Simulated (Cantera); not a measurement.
An isothermal, constant-pressure homogeneous reactor starts with 41.7 % CH4, 58.3 % H2, at 1673 K and 0.000770 atm.

Model: GRI-Mech 3.0 (53 species, 325 reactions), integrated in Cantera. GRI-Mech 3.0 stops at C3 and has no aromatics, soot or wall deposition, so with more carbon than oxygen in the feed, carbon stays in small species such as C2H2 where larger ones or solid carbon would form. Radical loss at walls, strong at low pressure, is not modelled.

x: mole fraction; the columns are a selection and need not sum to one.

| t (s) | x CH4 | x H2 | x C2H2 | x C2H6 | x H |
|---|---|---|---|---|---|
| 0.000400 | 0.417 | 0.583 | <1e-12 | <1e-12 | (withheld) |
| 0.000972 | 0.417 | 0.583 | <1e-12 | 6.59e-12 | (withheld) |
| 0.00236 | 0.417 | 0.583 | <1e-12 | 1.36e-10 | (withheld) |
| 0.00574 | 0.417 | 0.583 | 3.56e-11 | 2.24e-9 | (withheld) |
| 0.0139 | 0.416 | 0.583 | 1.50e-9 | 2.98e-8 | (withheld) |
| 0.0339 | 0.416 | 0.583 | 6.08e-8 | 3.13e-7 | (withheld) |
| 0.0823 | 0.415 | 0.584 | 2.61e-6 | 2.51e-6 | (withheld) |
| 0.200 | 0.412 | 0.585 | 0.000128 | 1.67e-5 | (withheld) |
| 0.486 | 0.374 | 0.606 | 0.00659 | 8.80e-5 | (withheld) |
| 1.18 | 0.216 | 0.709 | 0.0640 | 6.08e-5 | (withheld) |
| 2.87 | 0.101 | 0.785 | 0.109 | 1.50e-5 | (withheld) |
| 6.97 | 0.0406 | 0.825 | 0.132 | 2.98e-6 | (withheld) |
| 16.9 | 0.0126 | 0.843 | 0.142 | 4.06e-7 | (withheld) |
| 41.2 | 0.00255 | 0.849 | 0.146 | 2.68e-8 | (withheld) |
| 100 | 0.000463 | 0.849 | 0.147 | 1.12e-9 | (withheld) |

### Question
Some entries are withheld; supply them.

### Answer

- 0.000400, x H: 7.39e-7
- 0.000972, x H: 1.16e-6
- 0.00236, x H: 2.15e-6
- 0.00574, x H: 4.58e-6
- 0.0139, x H: 1.05e-5
- 0.0339, x H: 2.49e-5
- 0.0823, x H: 6.04e-5
- 0.200, x H: 0.000155
- 0.486, x H: 0.000461
- 1.18, x H: 0.000831
- 2.87, x H: 0.000976
- 6.97, x H: 0.00119
- 16.9, x H: 0.00166
- 41.2, x H: 0.00274
- 100, x H: 0.00368
